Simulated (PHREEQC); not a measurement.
A solution holds 81 mmol/kgw NaH2PO4, 5.2 mmol/kgw KOH and 45 mmol/kgw NaCl, at 25 °C. Closed to the air; pH follows from the charge balance.

The numbers come from PHREEQC with the ion-association model, phreeqc.dat.

No solid was allowed to form.

**Question.** What pH, density, ionic strength does the model give?

**Answer.** pH 5.66; density 1.006 g/cm³; ionic strength 0.136 mol/kgw.

**Question.** In which forms is P present?

**Answer.** H2PO4- 94 %, HPO4-2 5.9 % of the P.

Complexes and solids missing from the database can't appear.
